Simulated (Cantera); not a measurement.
## Equilibrium for fluorocarbon and chlorocarbon gases: CF4 + F2 + H2

Charge: 1 mol CF4, 0.14 mol F2, 5.1 mol H2, at 75.0 Torr.

These are equilibrium values from Cantera (NASA tables, ideal gas, pure condensed phases), not measurements of a reactor. Candidate condensed phases: C, C6H6, C7H8, C8H18; 110 gas species. Ions and electrons are included (thermal ionisation). Equilibrium is a limit: real reactors are often held back by kinetics, nucleation or transport.

From 2500 K to 3000 K the condensed part is C(graphite). From 3250 K to 5000 K nothing is condensed. The main C-bearing gas is C2H2 (acetylene) at 2500 K and C at 5000 K.

| T (K) | log p H | log p HF | log p H2 | log p F | log p C | log p C3 | log p C2H2 (acetylene) | n C(graphite) |
|---|---|---|---|---|---|---|---|---|
| 2500 | -2.32 | -1.24 | -1.43 | -4.80 | -6.78 | -6.30 | -3.40 | 0.939 |
| 2750 | -1.92 | -1.26 | -1.50 | -4.09 | -5.42 | -4.77 | -3.05 | 0.849 |
| 3000 | -1.63 | -1.29 | -1.65 | -3.48 | -4.30 | -3.51 | -2.85 | 0.619 |
| 3250 | -1.44 | -1.35 | -1.89 | -2.92 | -3.43 | -2.71 | -2.99 | 0 |
| 3500 | -1.32 | -1.43 | -2.19 | -2.43 | -2.93 | -2.74 | -3.66 | 0 |
| 3750 | -1.26 | -1.56 | -2.52 | -2.04 | -2.56 | -2.97 | -4.45 | 0 |
| 4000 | -1.22 | -1.80 | -2.85 | -1.78 | -2.33 | -3.45 | -5.37 | 0 |
| 4250 | -1.20 | -2.11 | -3.16 | -1.66 | -2.24 | -4.20 | -6.42 | 0 |
| 4500 | -1.19 | -2.45 | -3.46 | -1.60 | -2.21 | -5.03 | -7.47 | 0 |
| 4750 | -1.19 | -2.79 | -3.73 | -1.58 | -2.20 | -5.82 | -8.46 | 0 |
| 5000 | -1.18 | -3.11 | -3.98 | -1.57 | -2.19 | -6.55 | -9.36 | 0 |
log p: log10 of the partial pressure in bar; n: condensed amount in mol.
